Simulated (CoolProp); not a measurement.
Hexamethyldisiloxane (MM) at 293.15 K and 5.28 MPa is throttled through a valve to 0.645 MPa with no heat exchange. Each further row changes one setting.

Model: reference Helmholtz-energy equation of state, Thol 2016, in CoolProp.

| case | temperature change (K) | final density (kg/m³) |
|---|---|---|
| as stated | ? | 764 |
| outlet pressure 0.194 MPa | ? | ? |
| outlet pressure 0.839 MPa | ? | 764 |

Question: Complete the blanks.

Answer: 
- as stated, temperature change (K): +2.0
- outlet pressure 0.194 MPa, temperature change (K): +2.1
- outlet pressure 0.194 MPa, final density (kg/m³): 763
- outlet pressure 0.839 MPa, temperature change (K): +1.9
